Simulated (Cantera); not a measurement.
**Boron, boron nitride and boron oxide: borazine + O2 + N2**

Charge: 1 mol borazine, 1.4 mol O2, 120 mol N2, held at 1900 Pa.

These are equilibrium values from Cantera (NASA tables, ideal gas, pure condensed phases), not measurements of a reactor. Candidate condensed phases: B, BN, B2O3, B3O3H3, H2O; 39 gas species. The feed counts by its element totals alone. Mutual solubility and eutectic melting of coexisting phases are not modelled. The numbers say what is thermodynamically allowed, not how fast it happens.

| T (K) | log p N2 | log p H2 | log p BO | log p HBO | log p B2O3 | n BN(s) | n B2O3(l) |
|---|---|---|---|---|---|---|---|
| 1048 | -1.73 | -3.34 | <-13 | -9.55 | -10.52 | 1.14 | 0.930 |
| 1148 | -1.73 | -3.34 | -12.07 | -8.29 | -8.81 | 1.14 | 0.929 |
| 1248 | -1.73 | -3.34 | -10.29 | -7.23 | -7.38 | 1.14 | 0.923 |
| 1348 | -1.73 | -3.34 | -8.78 | -6.33 | -6.18 | 1.15 | 0.902 |
| 1448 | -1.73 | -3.35 | -7.48 | -5.57 | -5.14 | 1.16 | 0.814 |
| 1548 | -1.73 | -3.36 | -6.35 | -4.91 | -4.25 | 1.17 | 0.377 |
| 1648 | -1.74 | -3.37 | -5.54 | -4.50 | -4.00 | 1.08 | 0 |
| 1748 | -1.74 | -3.38 | -4.92 | -4.25 | -4.07 | 0.885 | 0 |
| 1848 | -1.74 | -3.40 | -4.42 | -4.07 | -4.28 | 0.610 | 0 |
| 1948 | -1.74 | -3.41 | -4.05 | -3.99 | -4.69 | 0.360 | 0 |
| 2048 | -1.74 | -3.42 | -3.79 | -3.99 | -5.30 | 0.238 | 0 |
| 2148 | -1.74 | -3.44 | -3.62 | -4.06 | -6.05 | 0.198 | 0 |
log p: log10 of the partial pressure in bar; n: condensed amount in mol.

From 1048 K to 1548 K the condensed part is BN(s) + B2O3(l). From 1648 K to 2148 K the condensed part is BN(s). The main B-bearing gas is HBO2 at 1048 K and BO at 2148 K. The share of B in condensed phases is highest at 1048 K (100.0 %) and lowest at 2148 K (6.6 %).
